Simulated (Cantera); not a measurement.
Feed: 1 mol SiCl₄, 1 mol HCl, 2.5 mol H₂, at 750 °C and 100 Torr.

These are equilibrium values from Cantera (NASA tables, ideal gas, pure condensed phases), not measurements of a reactor. Candidate condensed phases: Si; 19 gas species. The tables' values for SiCl₃ are old estimates; treat these amounts as uncertain. Equilibrium is a limit: real reactors are often held back by kinetics, nucleation or transport.

Base state: H₂ 0.551, HCl 0.227, SiCl₄ 0.217, SiHCl₃ 0.00446, SiCl₃ 0.000382, SiCl₂ 1.42e-5, SiH₂Cl₂ 1.01e-5 (mole fractions); condensed: gas only.

Problem. What changes in the equilibrium state with this change: temperature from 750 °C to 1025 °C?

Solution. 
```json
[
 {"species": "H₂", "before": "0.551", "after": "0.508"},
 {"species": "HCl", "before": "0.227", "after": "0.274"},
 {"species": "SiCl₄", "before": "0.217", "after": "0.173"},
 {"species": "SiCl₂", "before": "1.42e-5", "after": "0.0116"},
 {"species": "SiCl₃", "before": "0.000382", "after": "0.0183"},
 {"species": "SiHCl₃", "before": "0.00446", "after": "0.0145"},
 {"species": "SiH₂Cl₂", "before": "1.01e-5", "after": "0.000171"}
]
```
